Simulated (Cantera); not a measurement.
Low-pressure radical oxidation in H2/O2

A perfectly stirred reactor is fed with 6.89 % H2, 93.1 % O2, equivalence ratio 0.037, at 24.0 Torr; it is held at 1350 K, and followed from long to short residence time.

Cantera simulation using GRI-Mech 3.0 (53 species, 325 reactions); the numbers are that mechanism's predictions, not measurements. Radical loss at walls, strong at low pressure, is not modelled. The temperature is held fixed by assumption; the heat of reaction is taken as removed at once.

| τ (s) | x H2 | x O2 | x H2O2 | x HO2 | x H | x O | x OH |
|---|---|---|---|---|---|---|---|
| 7.7 | 2.75e-5 | 0.928 | 3.57e-8 | 5.85e-7 | 9.79e-6 | 0.000422 | 0.000719 |
| 2.4 | 5.81e-5 | 0.927 | 5.45e-8 | 1.05e-6 | 3.15e-5 | 0.000919 | 0.00106 |
| 0.75 | 0.000121 | 0.926 | 7.98e-8 | 1.79e-6 | 9.98e-5 | 0.00198 | 0.00156 |
| 0.23 | 0.000250 | 0.923 | 1.12e-7 | 2.83e-6 | 0.000314 | 0.00424 | 0.00228 |
| 0.073 | 0.000495 | 0.918 | 1.48e-7 | 4.07e-6 | 0.000907 | 0.00856 | 0.00325 |
| 0.023 | 0.000946 | 0.910 | 1.83e-7 | 5.32e-6 | 0.00238 | 0.0161 | 0.00448 |
| 0.0072 | 0.00173 | 0.898 | 2.12e-7 | 6.31e-6 | 0.00514 | 0.0262 | 0.00583 |
| 0.0022 | 0.00325 | 0.888 | 2.44e-7 | 6.92e-6 | 0.00852 | 0.0344 | 0.00717 |
| 0.00070 | 0.00672 | 0.886 | 2.96e-7 | 7.25e-6 | 0.0110 | 0.0355 | 0.00860 |
| 0.00022 | 0.0158 | 0.891 | 3.59e-7 | 7.16e-6 | 0.0116 | 0.0290 | 0.00992 |
x: mole fraction; the columns are a selection and need not sum to one.
